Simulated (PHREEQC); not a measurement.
0.019 g of hydrous ferric oxide (600 m²/g; 0.2 weak and 0.005 strong sites per Fe, Dzombak-Morel constants, diffuse double layer) in 1 kg of water with 0.01 mol/kgw of an inert sodium salt and 1.1e-05 mol/kgw Ag2SO4, at 25 °C; the pH is set by adding NaOH or the inert anion's acid. Oxygen alone is held at its pressure in air (log pO2 = -0.68). The system is closed to CO2. Nothing may precipitate in this run.

The numbers come from PHREEQC with the ion-association model, wateq4f.dat.

```csv
pH,S sorbed (%),Ag sorbed (%),surface charge σ (C/m²),surface potential ψ (mV)
3,97.3,0.0,0.172,171
3.5,96.4,0.0,0.150,166
4,93.0,0.0,0.121,155
4.5,84.3,0.0,0.093,142
5,68.0,0.1,0.071,128
5.5,46.1,0.3,0.054,114
6,23.9,1.0,0.040,100
6.5,7.9,2.3,0.028,82
7,1.5,3.7,0.017,60
7.5,0.2,4.8,0.008,33
8,0.0,6.1,0.001,6
8.5,0.0,9.0,-0.005,-21
9,0.0,16.4,-0.013,-48
```

The oxide is taken as insoluble; below pH 4 it would dissolve.
